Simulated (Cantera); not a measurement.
Input: 1 mol borazine, 0.22 mol O2, 33 mol N2, at 13.3 mbar.

Cantera equilibrium calculation (NASA polynomials, part measured and part estimated; ideal gas, pure solids and liquids). Candidate condensed phases: B, BN, B2O3, B3O3H3, H2O; 39 gas species. The feed counts by its element totals alone. Rates play no part.

Problem. At 1377 °C, list the 6 most abundant gas species with their mole fractions, and the condensed phases.

Solution. N2 0.913, H2 0.0804, HBO 0.00256, B2O3 0.00190, HBO2 0.00141, B2O2 0.000419. Condensed: BN(s).
